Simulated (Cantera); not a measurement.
A closed system holds: 1 mol Fe(CO)5, 0.11 mol H2, held at 1100 Pa.

Cantera equilibrium calculation (NASA polynomials, part measured and part estimated; ideal gas, pure solids and liquids). Candidate condensed phases: C, C6H6, C7H8, C8H18, Fe, Fe(CO)5, FeO, Fe(OH)2, Fe(OH)3, Fe2O3, Fe3O4, H2O; 114 gas species. Condensed phases not in the tables: cementite and carbon dissolved in iron. Kinetics and transport are ignored.

At 1100 K, list the 4 most abundant gas species with their mole fractions, and the condensed phases.

CO 0.978, H2 0.0215, CO2 0.000928, H2O 2.07e-5. Condensed: C(graphite) + Fe(α).
